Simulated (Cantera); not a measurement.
A perfectly stirred reactor is fed with N2O : O2 = 1 : 0.39 (molar parts), at 0.0150 bar; it is held at 1575 K, and followed from long to short residence time.

Computed with Cantera and GRI-Mech 3.0 (53 species, 325 reactions). GRI-Mech 3.0 was tuned for natural gas; its chemistry of N2O as a main component is partial and can be far from experiment. Radical loss at walls, strong at low pressure, is not modelled. The temperature is held fixed by assumption; the heat of reaction is taken as removed at once.

### Question
What does this change do: temperature 1575 to 1050 K?

### Answer
| quantity | before | after |
|---|---|---|
| x(N2O) at τ = 2.30 s | 0.0990 | 0.719 |
| x(O2) at τ = 2.30 s | 0.380 | 0.281 |
| x(N2) at τ = 2.30 s | 0.391 | 0.000572 |
| x(NO) at τ = 2.30 s | 0.130 | 3.11e-5 |
| x(NO2) at τ = 2.30 s | 4.47e-5 | 1.96e-9 |
| x(N2O) at τ = 28.0 ms | 0.668 | 0.719 |
| x(O2) at τ = 28.0 ms | 0.289 | 0.281 |
| x(N2) at τ = 28.0 ms | 0.0322 | 6.86e-6 |
| x(NO) at τ = 28.0 ms | 0.0107 | 3.67e-7 |
| x(NO2) at τ = 28.0 ms | 2.02e-6 | <1e-12 |
The mechanism lacks the step 2 NO + O2 → 2 NO2, which can matter for NO2 below about 1400 K.

### Question
What does this change do: temperature 1575 to 1375 K?

### Answer
| quantity | before | after |
|---|---|---|
| x(N2O) at τ = 2.30 s | 0.0990 | 0.474 |
| x(O2) at τ = 2.30 s | 0.380 | 0.329 |
| x(N2) at τ = 2.30 s | 0.391 | 0.164 |
| x(NO) at τ = 2.30 s | 0.130 | 0.0333 |
| x(NO2) at τ = 2.30 s | 4.47e-5 | 9.99e-6 |
| x(N2O) at τ = 28.0 ms | 0.668 | 0.715 |
| x(O2) at τ = 28.0 ms | 0.289 | 0.281 |
| x(N2) at τ = 28.0 ms | 0.0322 | 0.00300 |
| x(NO) at τ = 28.0 ms | 0.0107 | 0.000607 |
| x(NO2) at τ = 28.0 ms | 2.02e-6 | 4.02e-8 |
The mechanism lacks the step 2 NO + O2 → 2 NO2, which can matter for NO2 below about 1400 K.

### Question
What does this change do: 0.013 parts H2O added?

### Answer
| quantity | before | after |
|---|---|---|
| x(N2O) at τ = 2.30 s | 0.0990 | 0.0951 |
| x(O2) at τ = 2.30 s | 0.380 | 0.385 |
| x(N2) at τ = 2.30 s | 0.391 | 0.398 |
| x(NO) at τ = 2.30 s | 0.130 | 0.115 |
| x(NO2) at τ = 2.30 s | 4.47e-5 | 0.000108 |
| x(N2O) at τ = 28.0 ms | 0.668 | 0.660 |
| x(O2) at τ = 28.0 ms | 0.289 | 0.287 |
| x(N2) at τ = 28.0 ms | 0.0322 | 0.0338 |
| x(NO) at τ = 28.0 ms | 0.0107 | 0.0102 |
| x(NO2) at τ = 28.0 ms | 2.02e-6 | 0.000189 |
